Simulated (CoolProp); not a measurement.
Saturated liquid density (kg/m³) of hydrogen chloride: the reference equation beside estimates from Tc = 324.7 K, pc = 8.314 MPa, ω = 0.130. Rackett uses Z = 0.29056 − 0.08775 ω.

Computed with CoolProp (reference Helmholtz-energy equation of state, Thol 2018).

| T (K) | reference | Rackett | van der Waals | Redlich-Kwong | Soave-Redlich-Kwong | Peng-Robinson |
|---|---|---|---|---|---|---|
| 173.1 | 1221 | 1122 | 722.2 | 1070 | 1076 | 1212 |
| 175.2 | 1216 | 1118 | 719.4 | 1065 | 1071 | 1207 |
| 177.4 | 1211 | 1113 | 716.5 | 1060 | 1067 | 1203 |
| 179.5 | 1206 | 1108 | 713.6 | 1056 | 1062 | 1198 |
| 181.6 | 1201 | 1104 | 710.8 | 1051 | 1058 | 1193 |
| 183.7 | 1196 | 1099 | 707.9 | 1046 | 1053 | 1188 |
| 185.9 | 1191 | 1094 | 704.8 | 1041 | 1049 | 1183 |
| 188 | 1185 | 1089 | 701.9 | 1036 | 1044 | 1178 |
| 190.1 | 1180 | 1085 | 698.9 | 1030 | 1039 | 1173 |
| 192.3 | 1175 | 1080 | 695.8 | 1025 | 1034 | 1168 |
| 194.4 | 1169 | 1075 | 692.7 | 1020 | 1029 | 1162 |
| 196.5 | 1164 | 1070 | 689.7 | 1015 | 1025 | 1157 |
| 198.6 | 1159 | 1065 | 686.6 | 1009 | 1020 | 1152 |
| 200.8 | 1153 | 1060 | 683.3 | 1004 | 1014 | 1146 |

Absolute difference from the reference over all 14 rows, mean and median: Rackett 8.1 and 8.1 %, van der Waals 40.8 and 40.8 %, Redlich-Kwong 12.6 and 12.6 %, Soave-Redlich-Kwong 11.9 and 11.9 %, Peng-Robinson 0.6 and 0.6 %.
